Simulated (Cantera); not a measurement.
An isothermal, constant-pressure homogeneous reactor starts with NO : N₂ = 1 : 8.1 (molar parts), at 2075 K and 0.987 atm. Integrator tolerance rtol = 1e-08.

Detailed kinetics in Cantera: GRI-Mech 3.0 (53 species, 325 reactions).

### Question
What does this change do: NO 1 to 5.9 parts?

### Answer
| quantity | before | after |
|---|---|---|
| x(NO) at 4.00 s | 0.00673 (gas-phase equilibrium 0.00512) | 0.0101 (gas-phase equilibrium 0.00926) |
| x(N₂) at 4.00 s | 0.942 (gas-phase equilibrium 0.942) | 0.784 (gas-phase equilibrium 0.784) |
| x(O₂) at 4.00 s | 0.0514 (gas-phase equilibrium 0.0522) | 0.205 (gas-phase equilibrium 0.206) |
| x(NO₂) at 4.00 s | 5.08e-6 (gas-phase equilibrium 3.89e-6) | 1.52e-5 (gas-phase equilibrium 1.40e-5) |
| x(N₂O) at 4.00 s | 3.20e-7 (gas-phase equilibrium 3.13e-7) | 5.23e-7 (gas-phase equilibrium 5.17e-7) |
| x(O) at 4.00 s | 0.000266 (gas-phase equilibrium 0.000268) | 0.000531 (gas-phase equilibrium 0.000532) |

### Question
What does this change do: NO 1 to 0.6 parts?

### Answer
```
quantity                                             before                                      after
----------------  -----------------------------------------  -----------------------------------------
x(NO) at 4.00 s     0.00673 (gas-phase equilibrium 0.00512)    0.00622 (gas-phase equilibrium 0.00407)
x(N₂) at 4.00 s         0.942 (gas-phase equilibrium 0.942)        0.962 (gas-phase equilibrium 0.963)
x(O₂) at 4.00 s       0.0514 (gas-phase equilibrium 0.0522)      0.0313 (gas-phase equilibrium 0.0323)
x(NO₂) at 4.00 s    5.08e-6 (gas-phase equilibrium 3.89e-6)    3.66e-6 (gas-phase equilibrium 2.44e-6)
x(N₂O) at 4.00 s    3.20e-7 (gas-phase equilibrium 3.13e-7)    2.58e-7 (gas-phase equilibrium 2.52e-7)
x(O) at 4.00 s    0.000266 (gas-phase equilibrium 0.000268)  0.000208 (gas-phase equilibrium 0.000211)
```

### Question
What does this change do: temperature 2075 to 1825 K?

### Answer
```
quantity                                             before                                    after
----------------  -----------------------------------------  ---------------------------------------
x(NO) at 4.00 s     0.00673 (gas-phase equilibrium 0.00512)   0.0826 (gas-phase equilibrium 0.00251)
x(N₂) at 4.00 s         0.942 (gas-phase equilibrium 0.942)      0.904 (gas-phase equilibrium 0.944)
x(O₂) at 4.00 s       0.0514 (gas-phase equilibrium 0.0522)    0.0136 (gas-phase equilibrium 0.0537)
x(NO₂) at 4.00 s    5.08e-6 (gas-phase equilibrium 3.89e-6)  5.16e-5 (gas-phase equilibrium 3.02e-6)
x(N₂O) at 4.00 s    3.20e-7 (gas-phase equilibrium 3.13e-7)  2.99e-6 (gas-phase equilibrium 1.57e-7)
x(O) at 4.00 s    0.000266 (gas-phase equilibrium 0.000268)  1.88e-5 (gas-phase equilibrium 3.58e-5)
```
